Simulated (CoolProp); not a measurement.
Model: reference Helmholtz-energy equation of state, Smukala 2000, in CoolProp.

Question: For ethylene, give the phase and the density (kg/m³), speed of sound (m/s), Joule-Thomson coefficient (K/MPa), expansivity (1/kK) at 227.5 K and 268 bar; 314.4 K and 268 bar; 343.4 K and 268 bar.

Answer: 
- 227.5 K and 268 bar: liquid; density 521, speed of sound 1150, Joule-Thomson coefficient -0.367, expansivity 2.42
- 314.4 K and 268 bar: supercritical; density 401, speed of sound 721, Joule-Thomson coefficient 0.148, expansivity 3.69
- 343.4 K and 268 bar: supercritical; density 358, speed of sound 619, Joule-Thomson coefficient 0.428, expansivity 4.18
